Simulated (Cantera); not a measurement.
What does this Cantera script print?

```python
import numpy as np
import cantera as ct

gas_names = [...]  # 140 gases of nasa_gas.yaml made of C, Fe, H, N, O
cond_names = """
    C(gr) C6H6(L) C7H8(L) C8H18(L),n-octa Fe(a) Fe(c) Fe(d) Fe(L) FeC5O5(L) FeO(s) FeO(L) Fe(OH)2(s)
    Fe(OH)3(s) Fe2O3(s) Fe3O4(s) H2O(s) H2O(L)
""".split()


# ... load() reads the species with a 1 bar reference pressure and builds the phases ...
atoms = {
    'Fe': {'Fe': 1},
    'H2O': {'H': 2, 'O': 1},
    'N2': {'N': 2},
    'CO2': {'C': 1, 'O': 2},
}
top_T = {'C(gr)': 4500, 'Fe2O3(s)': 1830, 'Fe3O4(s)': 1870}  # K; cautious upper limits of use, not melting points


# ... equilibrate(T, P, feed) seeds the gas with the atoms and calls Mixture.equilibrate('TP', solver="vcs", rtol=1e-11, max_steps=5000) ...
results = []
T = 1548.15  # K
P = 1333.22  # Pa
for m in [1.4, 2.1, 3, 4.4, 6.4, 9.4, 14]:
    feed = {'Fe': 1, 'H2O': m, 'N2': 32, 'CO2': 0.066}  # mol
    mix = equilibrate(T, P, feed)
    results.append((T, P, feed, dict(zip(mix.species_names, mix.species_moles))))

top = {s: max(r[3][s] / sum(r[3][g] for g in gas_names) for r in results) for s in gas_names}
cols = sorted((s for s in top if top[s] > 0.001), key=lambda s: -top[s])[:9]
seen = [c for c in cond_names if any(r[3].get(c, 0) > 1e-12 for r in results)]
print("log10 of partial pressures in bar; condensed amounts in mol")
print(f"{'n(H2O)':>10s}" + "".join(f"{s[:9]:>10s}" for s in cols + seen))
for T, P, feed, n in results:
    ng = sum(n[g] for g in gas_names)
    print(f"{feed['H2O']:10.4g}" + "".join(f"{np.log10(max(n[s] / ng * P / 1e5, 1e-99)):10.3f}" for s in cols)
          + "".join(f"{n.get(c, 0):10.4g}" for c in seen))
```

Result:

```
log10 of partial pressures in bar; condensed amounts in mol
    n(H2O)        N2       H2O        H2        CO       CO2    FeO(s)
       1.4    -1.895    -3.740    -3.426    -4.650    -5.409    0.9991
       2.1    -1.904    -3.349    -3.430    -4.745    -5.110    0.9996
         3    -1.915    -3.111    -3.437    -4.846    -4.965    0.9997
       4.4    -1.932    -2.902    -3.450    -4.973    -4.870    0.9998
       6.4    -1.955    -2.726    -3.470    -5.116    -4.818    0.9998
       9.4    -1.988    -2.568    -3.500    -5.283    -4.796    0.9997
        14    -2.033    -2.424    -3.544    -5.476    -4.802    0.9996
```

Method: chemical equilibrium by Gibbs-energy minimisation in Cantera with the NASA 1993 tables (ideal gas, pure condensed phases). The tables' stoichiometric FeO is somewhat more stable than real wüstite, so its field is too wide. FeO: taken at fixed stoichiometry.
